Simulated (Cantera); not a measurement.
Source: NASA polynomial tables (part measured, part estimated), evaluated in Cantera. Values are per mole of reaction as written; species without (g) are pure solids or liquids, kept so even where they would boil at 1 bar.

SO3(g) + 3 H2(g) = 3 H2O(g) + S

```csv
T (K),ΔH° (kJ),ΔS° (J/K),ΔG° (kJ),log10 K
698,-331.7,-53.6,-294.2,22.02
723,-332.0,-54.2,-292.9,21.16
748,-332.4,-54.7,-291.5,20.36
773,-332.8,-55.2,-290.2,19.61
798,[?],[?],[?],[?]
823,[?],[?],[?],[?]
848,-333.9,-56.5,-286.0,17.61
873,[?],[?],[?],[?]
898,[?],[?],[?],[?]
923,-334.7,-57.4,-281.7,15.94
```

### Question
What belongs in the gaps?

### Answer

- 798, ΔH° (kJ): -333.2
- 798, ΔS° (J/K): -55.7
- 798, ΔG° (kJ): -288.8
- 798, log10 K: 18.90
- 823, ΔH° (kJ): -333.5
- 823, ΔS° (J/K): -56.1
- 823, ΔG° (kJ): -287.4
- 823, log10 K: 18.24
- 873, ΔH° (kJ): -334.2
- 873, ΔS° (J/K): -56.8
- 873, ΔG° (kJ): -284.6
- 873, log10 K: 17.03
- 898, ΔH° (kJ): -334.4
- 898, ΔS° (J/K): -57.1
- 898, ΔG° (kJ): -283.1
- 898, log10 K: 16.47
